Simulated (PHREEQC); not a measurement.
# Hard or scaling water

Dissolve 0.0014 mol CaCl2, 0.002 mol CO2 and 0.074 mol KCl per kg of water at 40 °C. Closed to the air; pH follows from the charge balance.

Equilibrium calculation in PHREEQC: ion-association model, phreeqc.dat.

| Item | Result |
|---|---|
| pH | 4.49 |
| ionic strength | 0.0782 mol/kgw |
| specific conductance | 13200 µS/cm |
| density | 0.996 g/cm³ |

```tsv
species	molality	activity	log γ
Cl-	0.0768	0.0598	-0.108
K+	0.0740	0.0575	-0.110
CO2	0.00196	0.00200	0.008
Ca+2	0.00140	0.000573	-0.388
H+	3.91e-5	3.25e-5	-0.080
HCO3-	3.87e-5	3.09e-5	-0.098
CaHCO3+	3.32e-7	2.67e-7	-0.094
(CO2)2	1.13e-7	1.15e-7	0.008
OH-	1.16e-9	8.99e-10	-0.111
```

Precipitation was switched off in this run. Complexes and solids missing from the database can't appear. Constants without temperature data keep their 25 °C values here.
